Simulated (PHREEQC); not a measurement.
A solution holds 0.0058 mol/kgw NH3, 0.00015 mol/kgw H4SiO4 and 0.0015 mol/kgw K2CO3, at 25 °C. Closed to the air; pH follows from the charge balance.

Computed with PHREEQC (ion-association model, phreeqc.dat).

| quantity | before | after |
|---|---|---|
| pH | 10.67 | 9.51 |
| ionic strength (mol/kgw) | 0.00432 | 5.25e-5 |
| NH3 (mol/kgw) | 0.00557 | 3.75e-5 |
| CO3-2 (mol/kgw) | 0.00109 | 2.02e-6 |
| HCO3- (mol/kgw) | 0.000409 | 1.30e-5 |
| NH4+ (mol/kgw) | 0.000228 | 2.05e-5 |
| SI of Quartz (SiO2) | -0.77 | -2.01 |

Question: Name the change that produced these shifts.
A. temperature from 25 to 30 °C
B. K2CO3 from 0.0015 to 0.0075 mol/kgw
C. diluted 100-fold with water
D. temperature from 25 to 40 °C

Answer: C, diluted 100-fold with water

No solid was allowed to form.
